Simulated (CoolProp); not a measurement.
Properties of chlorine along the isotherm 290.3 K (Tc = 416.9 K, pc = 7.642 MPa, ω = 0.070).

Model: reference Helmholtz-energy equation of state, Thol 2021, in CoolProp.

| p (MPa) | phase | Z | cv (kJ/(kg K)) | speed of sound (m/s) | Joule-Thomson coefficient (K/MPa) | fugacity coefficient |
|---|---|---|---|---|---|---|
| 0.0632 | gas | 0.9914 | 0.3624 | 211.5 | 31.64 | 0.9915 |
| 0.102 | gas | 0.9861 | 0.3644 | 210.8 | 31.69 | 0.9863 |
| 0.165 | gas | 0.9773 | 0.3676 | 209.8 | 31.77 | 0.9778 |
| 0.267 | gas | 0.9626 | 0.3729 | 208.0 | 31.91 | 0.9640 |
| 0.431 | gas | 0.9381 | 0.3819 | 205.0 | 32.16 | 0.9419 |
| 0.696 | liquid | 0.01443 | 0.4871 | 850.5 | -0.2649 | 0.8211 |
| 1.12 | liquid | 0.02320 | 0.4871 | 853.1 | -0.2675 | 0.5148 |
| 1.82 | liquid | 0.03765 | 0.4871 | 857.4 | -0.2717 | 0.3214 |
| 2.94 | liquid | 0.06069 | 0.4871 | 864.1 | -0.2781 | 0.2036 |
| 4.74 | liquid | 0.09751 | 0.4871 | 874.5 | -0.2879 | 0.1311 |
| 7.66 | liquid | 0.1568 | 0.4872 | 890.8 | -0.3024 | 0.08612 |
| 12.4 | liquid | 0.2518 | 0.4876 | 915.7 | -0.3232 | 0.05859 |
| 20 | liquid | 0.4015 | 0.4884 | 952.2 | -0.3506 | 0.04235 |
